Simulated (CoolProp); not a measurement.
A single-stage vapour-compression cycle with C3F8 (R218): evaporating at 239.15 K (dew point), condensing at 273.15 K (bubble point), superheat 2 K, subcooling 2 K, compressor efficiency 0.9, no pressure losses. Each further row changes one setting.

The numbers come from the reference Helmholtz-energy equation of state, Lemmon 2006 in CoolProp. It is a short technical equation, of lower accuracy than the large ones.

```
case                              cooling COP  pressure ratio  discharge temperature (K)  refrigerating effect (kJ/kg)  volumetric capacity (kJ/m³)
--------------------------------  -----------  --------------  -------------------------  ----------------------------  ---------------------------
as stated                                5.09            3.61                      273.1                          72.8                          830
evaporating temperature 244.15 K         6.32            2.91                      273.1                          75.9                         1060
condensing temperature 268.15 K          6.25             ___                      268.2                          78.1                          891
subcooling 7 K                           5.46            3.61                      273.1                          78.1                          890
superheat 12 K                            ___            3.61                        ___                           ___                          869
compressor efficiency 0.8                4.52            3.61                      273.1                          72.8                          830
```

**Question.** Complete the blanks.

**Answer.** 
- condensing temperature 268.15 K, pressure ratio: 3.06
- superheat 12 K, cooling COP: 5.27
- superheat 12 K, discharge temperature (K): 277.2
- superheat 12 K, refrigerating effect (kJ/kg): 80.2

The compression ends wet for: as stated; evaporating temperature 244.15 K; condensing temperature 268.15 K; subcooling 7 K; compressor efficiency 0.8.
